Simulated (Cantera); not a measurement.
A perfectly stirred reactor is fed with C2H6 : N2 = 1 : 15 (molar parts), at 0.790 atm; it is held at 1923 K, and followed from long to short residence time.

Detailed kinetics in Cantera: GRI-Mech 3.0 (53 species, 325 reactions). GRI-Mech 3.0 stops at C3 and has no aromatics, soot or wall deposition, so with more carbon than oxygen in the feed, carbon stays in small species such as C2H2 where larger ones or solid carbon would form.

```csv
quantity,before,after
x(C2H6) at τ = 29.0 s,2.20e-8,1.69e-8
x(H2) at τ = 29.0 s,0.110,0.110
x(CH2) at τ = 29.0 s,7.45e-8,9.17e-8
x(C2H) at τ = 29.0 s,2.47e-6,3.29e-6
x(C2H4) at τ = 29.0 s,5.04e-5,4.25e-5
x(C2H6) at τ = 67.0 ms,7.57e-6,5.94e-6
x(H2) at τ = 67.0 ms,0.105,0.106
x(CH2) at τ = 67.0 ms,1.41e-6,1.69e-6
x(C2H) at τ = 67.0 ms,2.98e-6,3.89e-6
x(C2H4) at τ = 67.0 ms,9.00e-5,7.44e-5
```

Q: Which change was made?
(A) temperature 1923 to 1950 K
(B) temperature 1923 to 1150 K
(C) temperature 1923 to 2023 K
(D) N2 15 to 6.5 parts

A: A, temperature 1923 to 1950 K
